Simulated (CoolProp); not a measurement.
Ethanol along the isotherm 620 K: density (kg/m³) from the reference equation and from simpler models built on Tc = 514.7 K, pc = 6.268 MPa, ω = 0.644; each cubic takes its own stable root.

Values from CoolProp's reference Helmholtz-energy equation of state, Schroeder 2014.

```
p (MPa)  phase  reference  ideal gas  van der Waals  Redlich-Kwong  Peng-Robinson
-------  -----  ---------  ---------  -------------  -------------  -------------
0.241      gas      2.164      2.154          2.169          2.170          2.169
0.482      gas      4.348      4.307          4.371          4.374          4.367
0.723      gas      6.554      6.461          6.606          6.612          6.596
0.964      gas      8.781      8.615          8.876          8.887          8.857
1.21       gas      11.08      10.81          11.23          11.25          11.20
1.45       gas      13.34      12.96          13.56          13.59          13.51
1.69       gas      15.62      15.10          15.94          15.97          15.86
1.93       gas      17.93      17.25          18.35          18.39          18.24
2.17       gas      20.27      19.39          20.81          20.85          20.65
2.41       gas      22.62      21.54          23.31          23.35          23.10
2.65       gas      25.01      23.68          25.85          25.90          25.58
2.89       gas      27.41      25.83          28.44          28.50          28.10
3.13       gas      29.85      27.97          31.09          31.14          30.66
```
